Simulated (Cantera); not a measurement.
Source: NASA polynomial tables (part measured, part estimated), evaluated in Cantera. Values are per mole of reaction as written; species without (g) are pure solids or liquids, kept so even where they would boil at 1 bar.

3 SO₂(g) + 2 N₂O(g) = 4 NO₂(g) + 3 S

```json
[
 {"T (K)": "350", "ΔH° (kJ)": "865.1", "ΔS° (J/K)": "-124.6", "ΔG° (kJ)": "908.7", "log10 K": "-135.61", "condensed phases": "S(s)"},
 {"T (K)": "450", "ΔH° (kJ)": "875.7", "ΔS° (J/K)": "-97.7", "ΔG° (kJ)": "919.7", "log10 K": "-106.75", "condensed phases": "S(l)"},
 {"T (K)": "550", "ΔH° (kJ)": "[?]", "ΔS° (J/K)": "[?]", "ΔG° (kJ)": "[?]", "log10 K": "[?]", "condensed phases": "S(l)"},
 {"T (K)": "650", "ΔH° (kJ)": "886.9", "ΔS° (J/K)": "-76.7", "ΔG° (kJ)": "936.8", "log10 K": "-75.28", "condensed phases": "S(l)"},
 {"T (K)": "750", "ΔH° (kJ)": "[?]", "ΔS° (J/K)": "[?]", "ΔG° (kJ)": "[?]", "log10 K": "[?]", "condensed phases": "S(l)"},
 {"T (K)": "850", "ΔH° (kJ)": "[?]", "ΔS° (J/K)": "[?]", "ΔG° (kJ)": "[?]", "log10 K": "[?]", "condensed phases": "S(l)"}
]
```

**Question.** Some entries are withheld; supply them.

**Answer.** 
- 550, ΔH° (kJ): 882.1
- 550, ΔS° (J/K): -84.9
- 550, ΔG° (kJ): 928.8
- 550, log10 K: -88.20
- 750, ΔH° (kJ): 890.3
- 750, ΔS° (J/K): -71.9
- 750, ΔG° (kJ): 944.2
- 750, log10 K: -65.76
- 850, ΔH° (kJ): 893.6
- 850, ΔS° (J/K): -67.8
- 850, ΔG° (kJ): 951.2
- 850, log10 K: -58.45
